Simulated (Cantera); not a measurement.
A closed system holds: 1 mol V2O3, 330 mol H2, 0.55 mol N2, at 1300 °C and 1.40 mbar.

Equilibrium computed with Cantera from the NASA thermochemical tables; the gas is ideal and each condensed phase is pure. Candidate condensed phases: H2O, V, VN, VO, V2O3, V2O4, V2O5; 28 gas species. VO: taken at fixed stoichiometry. Equilibrium is a limit: real reactors are often held back by kinetics, nucleation or transport.

Base state: H2 0.994, H2O 0.00302, N2 0.00166, H 0.00108 (mole fractions); condensed: VO(s).

Question: What changes in the equilibrium state with this change: temperature from 1300 °C to 952 °C?

Answer: 
```csv
species,before,after
H2,0.994,0.998
N2,0.00166,0.00166
H2O,0.00302,0.000557
H,0.00108,8.32e-6
"VO(s), mol",2.00,0.368
"V2O3(s), mol",0,0.816
```
Mutual solubility and eutectic melting of coexisting phases are not modelled. Condensed phases not in the tables: the oxides between V2O3 and V2O5 other than VO2.

Question: What changes in the equilibrium state with this change: temperature from 1300 °C to 852 °C?

Answer: 
| species | before | after |
|---|---|---|
| H2 | 0.994 | 0.998 |
| N2 | 0.00166 | 0.00166 |
| H2O | 0.00302 | 0.000223 |
| H | 0.00108 | 1.19e-6 |
| VO(s), mol | 2.00 | 0.148 |
| V2O3(s), mol | 0 | 0.926 |
Mutual solubility and eutectic melting of coexisting phases are not modelled. Condensed phases not in the tables: the oxides between V2O3 and V2O5 other than VO2.
